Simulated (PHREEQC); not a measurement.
Make-up at 25 °C: 3.9 mmol/kgw H3AsO4 and 2.1 mmol/kgw CaCl2. Closed to the air; pH follows from the charge balance.

Equilibrium calculation in PHREEQC: ion-association model, wateq4f.dat.

The ionic strength comes out as 0.00900 mol/kgw. What activity coefficients do H+, Ca+2, H2AsO4-, Cl- get?

H+ 0.92, Ca+2 0.68, H2AsO4- 0.91, Cl- 0.91.

No solid was allowed to form. Complexes and solids missing from the database can't appear. The database has no arsenate complexes of Ca.
